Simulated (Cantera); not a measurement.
Thermodynamics of chemical vapour transport, feed MgO + HCl + O2

Input: 1 mol MgO, 0.029 mol HCl, a varied amount of O2, at 627 °C and 233 Torr.

Equilibrium computed with Cantera from the NASA thermochemical tables; the gas is ideal and each condensed phase is pure. Candidate condensed phases: H2O, Mg, MgCl2, MgO, Mg(OH)2; 22 gas species. Condensed phases not in the tables: MgOHCl. The numbers say what is thermodynamically allowed, not how fast it happens.

From 0.12 mol O2 to 2 mol O2 the condensed part is MgO(s). The main Mg-bearing gas is MgCl2 throughout.

```
n(O2) (mol)   x O2    x HCl    x H2O    x Cl2     x Cl   x HOCl    x ClO  n MgO(s)
-----------  -----  -------  -------  -------  -------  -------  -------  --------
0.12         0.800   0.0902   0.0549   0.0549  3.11e-5  5.93e-6  1.30e-6      1.00
0.16         0.843   0.0702   0.0433   0.0433  2.76e-5  4.73e-6  1.19e-6      1.00
0.2          0.871   0.0574   0.0357   0.0357  2.51e-5  3.94e-6  1.09e-6      1.00
0.25         0.895   0.0468   0.0293   0.0293  2.27e-5  3.25e-6  1.00e-6      1.00
0.31         0.913   0.0383   0.0241   0.0241  2.06e-5  2.69e-6  9.21e-7      1.00
0.39         0.930   0.0309   0.0195   0.0195  1.85e-5  2.19e-6  8.36e-7      1.00
0.5          0.945   0.0243   0.0155   0.0154  1.65e-5  1.74e-6  7.50e-7      1.00
0.62         0.955   0.0198   0.0126   0.0126  1.49e-5  1.42e-6  6.80e-7      1.00
0.78         0.964   0.0158   0.0101   0.0101  1.33e-5  1.14e-6  6.12e-7      1.00
0.99         0.971   0.0125  0.00802  0.00801  1.19e-5  9.08e-7  5.47e-7      1.00
1.2          0.976   0.0104  0.00665  0.00664  1.08e-5  7.54e-7  5.00e-7      1.00
1.6          0.982  0.00782  0.00501  0.00501  9.40e-6  5.69e-7  4.35e-7      1.00
2            0.986  0.00627  0.00403  0.00402  8.42e-6  4.57e-7  3.91e-7      1.00
```
x: gas mole fraction; n: condensed amount in mol.
